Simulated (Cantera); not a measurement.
Equilibrium for silicon oxide and oxynitride deposition: TEOS + O2

Feed: 1 mol TEOS, 1.7 mol O2, held at 1400 Pa.

Equilibrium computed with Cantera from the NASA thermochemical tables; the gas is ideal and each condensed phase is pure. Candidate condensed phases: C, C6H6, C7H8, C8H18, H2O, Si, SiC, SiO2; 123 gas species. The feed counts by its element totals alone. Mutual solubility and eutectic melting of coexisting phases are not modelled. The tables hold silica as quartz up to 1696 K and as liquid above; real silica turns to tridymite and cristobalite and melts near 1996 K. Equilibrium is a limit: real reactors are often held back by kinetics, nucleation or transport.

From 425 °C to 525 °C the condensed part is C(graphite) + SiO2(α-quartz). From 625 °C to 1125 °C the condensed part is C(graphite) + SiO2(β-quartz). At 1225 °C the condensed part is SiC(s) + SiO2(β-quartz). From 1325 °C to 1725 °C the condensed part is SiC(s).

```json
[
 {"T (°C)": "425", "x H2": "0.607", "x CO": "0.0452", "x H2O": "0.176", "x CO2": "0.126", "x CH4": "0.0458", "x SiO": "<1e-12", "x H": "<1e-12", "n C(graphite)": "5.52", "n SiO2(α-quartz)": "1.00", "n SiO2(β-quartz)": "0", "n SiC(s)": "0"},
 {"T (°C)": "525", "x H2": "0.664", "x CO": "0.212", "x H2O": "0.0486", "x CO2": "0.0665", "x CH4": "0.00857", "x SiO": "<1e-12", "x H": "1.84e-11", "n C(graphite)": "4.06", "n SiO2(α-quartz)": "1.00", "n SiO2(β-quartz)": "0", "n SiC(s)": "0"},
 {"T (°C)": "625", "x H2": "0.650", "x CO": "0.331", "x H2O": "0.00762", "x CO2": "0.00904", "x CH4": "0.00189", "x SiO": "<1e-12", "x H": "7.46e-10", "n C(graphite)": "2.82", "n SiO2(α-quartz)": "0", "n SiO2(β-quartz)": "1.00", "n SiC(s)": "0"},
 {"T (°C)": "725", "x H2": "0.649", "x CO": "0.348", "x H2O": "0.00129", "x CO2": "0.00100", "x CH4": "0.000575", "x SiO": "<1e-12", "x H": "1.46e-8", "n C(graphite)": "2.63", "n SiO2(α-quartz)": "0", "n SiO2(β-quartz)": "1.00", "n SiC(s)": "0"},
 {"T (°C)": "825", "x H2": "0.649", "x CO": "0.350", "x H2O": "0.000293", "x CO2": "0.000157", "x CH4": "0.000216", "x SiO": "2.98e-11", "x H": "1.68e-7", "n C(graphite)": "2.60", "n SiO2(α-quartz)": "0", "n SiO2(β-quartz)": "1.00", "n SiC(s)": "0"},
 {"T (°C)": "925", "x H2": "0.649", "x CO": "0.351", "x H2O": "8.46e-5", "x CO2": "3.34e-5", "x CH4": "9.46e-5", "x SiO": "1.56e-8", "x H": "1.29e-6", "n C(graphite)": "2.60", "n SiO2(α-quartz)": "0", "n SiO2(β-quartz)": "1.00", "n SiC(s)": "0"},
 {"T (°C)": "1025", "x H2": "0.649", "x CO": "0.351", "x H2O": "2.96e-5", "x CO2": "9.12e-6", "x CH4": "4.70e-5", "x SiO": "3.05e-6", "x H": "7.30e-6", "n C(graphite)": "2.60", "n SiO2(α-quartz)": "0", "n SiO2(β-quartz)": "1.000", "n SiC(s)": "0"},
 {"T (°C)": "1125", "x H2": "0.649", "x CO": "0.351", "x H2O": "1.21e-5", "x CO2": "3.02e-6", "x CH4": "2.58e-5", "x SiO": "0.000276", "x H": "3.22e-5", "n C(graphite)": "2.60", "n SiO2(α-quartz)": "0", "n SiO2(β-quartz)": "0.996", "n SiC(s)": "0"},
 {"T (°C)": "1225", "x H2": "0.580", "x CO": "0.415", "x H2O": "1.42e-5", "x CO2": "3.94e-6", "x CH4": "5.05e-6", "x SiO": "0.00472", "x H": "0.000111", "n C(graphite)": "0", "n SiO2(α-quartz)": "0", "n SiO2(β-quartz)": "0.0790", "n SiC(s)": "0.840"},
 {"T (°C)": "1325", "x H2": "0.574", "x CO": "0.414", "x H2O": "9.15e-6", "x CO2": "2.20e-6", "x CH4": "2.45e-6", "x SiO": "0.0115", "x H": "0.000341", "n C(graphite)": "0", "n SiO2(α-quartz)": "0", "n SiO2(β-quartz)": "0", "n SiC(s)": "0.800"},
 {"T (°C)": "1425", "x H2": "0.574", "x CO": "0.414", "x H2O": "4.24e-6", "x CO2": "8.96e-7", "x CH4": "1.95e-6", "x SiO": "0.0115", "x H": "0.000926", "n C(graphite)": "0", "n SiO2(α-quartz)": "0", "n SiO2(β-quartz)": "0", "n SiC(s)": "0.800"},
 {"T (°C)": "1525", "x H2": "0.573", "x CO": "0.413", "x H2O": "2.14e-6", "x CO2": "4.05e-7", "x CH4": "1.59e-6", "x SiO": "0.0115", "x H": "0.00225", "n C(graphite)": "0", "n SiO2(α-quartz)": "0", "n SiO2(β-quartz)": "0", "n SiC(s)": "0.800"},
 {"T (°C)": "1625", "x H2": "0.571", "x CO": "0.413", "x H2O": "1.16e-6", "x CO2": "2.00e-7", "x CH4": "1.32e-6", "x SiO": "0.0115", "x H": "0.00499", "n C(graphite)": "0", "n SiO2(α-quartz)": "0", "n SiO2(β-quartz)": "0", "n SiC(s)": "0.798"},
 {"T (°C)": "1725", "x H2": "0.566", "x CO": "0.412", "x H2O": "6.67e-7", "x CO2": "1.06e-7", "x CH4": "1.11e-6", "x SiO": "0.0114", "x H": "0.0102", "n C(graphite)": "0", "n SiO2(α-quartz)": "0", "n SiO2(β-quartz)": "0", "n SiC(s)": "0.794"}
]
```
x: gas mole fraction; n: condensed amount in mol.
